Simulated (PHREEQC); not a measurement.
Consider water at 30 °C with 0.048 mol NaCl, 0.094 mol BaCl2 and 7.8e-06 mol H4SiO4 per kg of water. It is in equilibrium with CO2 at log p = -1 (atm). Otherwise closed; pH follows from the charge balance.

Model: ion-association model, phreeqc.dat, run in PHREEQC.

### Question
The ionic strength comes out as 0.330 mol/kgw. What activity coefficients do Na+, HCO3-, Ba+2, BaHCO3+, H+ get?

### Answer
Na+ 0.72, HCO3- 0.71, Ba+2 0.24, BaHCO3+ 0.73, H+ 0.78.

No solid was allowed to form.
